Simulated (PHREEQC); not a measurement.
# Reverse-osmosis reject: speciation

Model water analysis in mg/L, 25 °C, pH 7.05, pe 11.4:

```
constituent         mg/L
------------------  ----
Na                   303
K                   3.95
Ca                   134
Mg                  32.5
Cl                   606
S(6) as SO4         13.3
Alkalinity as HCO3   288
Sr                  5.87
Br                  8.93
```

Valence states are taken as typed.

The numbers come from PHREEQC with the ion-association model, phreeqc.dat.

Precipitation was switched off in this run.

Task: What specific conductance, charge-balance error does the model give?

Result: specific conductance 2400 µS/cm; charge-balance error 1.3 %.

Task: In which forms is Ca present?

Result: Ca+2 96 %, CaHCO3+ 3.1 %, CaSO4 0.5 % of the Ca.
